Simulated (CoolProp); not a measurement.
Vapour-liquid equilibrium of dimethyl ether (1) + n-butane (2) at 351.1 K; x and y are mole fractions of (1).

Computed with CoolProp (multi-fluid Helmholtz-energy mixture model, Wu 2011 and Bücker 2006; pair parameters Bell 2016).

```tsv
x	bubble pressure (MPa)	y at the bubble point	dew pressure at overall composition x (MPa)	liquid density (mol/L)
0.05	1.055	0.110	1.006	8.770
0.15	1.218	0.280	1.090	8.994
0.25	1.366	0.408	1.186	9.235
0.35	1.500	0.511	1.295	9.498
0.45	1.624	0.598	1.419	9.786
0.55	1.737	0.676	1.554	10.11
0.65	1.841	0.748	1.699	10.47
0.75	1.936	0.818	1.844	10.88
0.85	2.024	0.888	1.978	11.34
0.95	2.102	0.961	2.091	11.87
```

No azeotrope shows between x = 0.05 and 0.95.

The pair parameters rest on a limited set of measurements; away from them the model extrapolates.
